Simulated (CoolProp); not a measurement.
20 sccm (0 °C, 1 atm) of nitrogen bubbles through liquid m-xylene at 356.5 K and leaves saturated at a total pressure of 0.15 MPa (ideal gas phase). Each further row changes one setting.

Model: reference Helmholtz-energy equation of state, Zhou 2012, in CoolProp.

```json
[
 {"case": "as stated", "vapour pressure (kPa)": "17.2", "mole fraction of vapour": "?", "delivery (mg/min)": "12.3", "delivery (sccm)": "?", "change of delivery for a bath 1 K warmer (%)": "4.4"},
 {"case": "bath temperature 361.5 K", "vapour pressure (kPa)": "20.7", "mole fraction of vapour": "?", "delivery (mg/min)": "15.2", "delivery (sccm)": "3.20", "change of delivery for a bath 1 K warmer (%)": "4.3"},
 {"case": "total pressure 0.3 MPa", "vapour pressure (kPa)": "17.2", "mole fraction of vapour": "0.0573", "delivery (mg/min)": "?", "delivery (sccm)": "1.21", "change of delivery for a bath 1 K warmer (%)": "4.1"}
]
```

Task: Complete the blanks.

Result: 
- as stated, mole fraction of vapour: 0.115
- as stated, delivery (sccm): 2.59
- bath temperature 361.5 K, mole fraction of vapour: 0.138
- total pressure 0.3 MPa, delivery (mg/min): 5.75
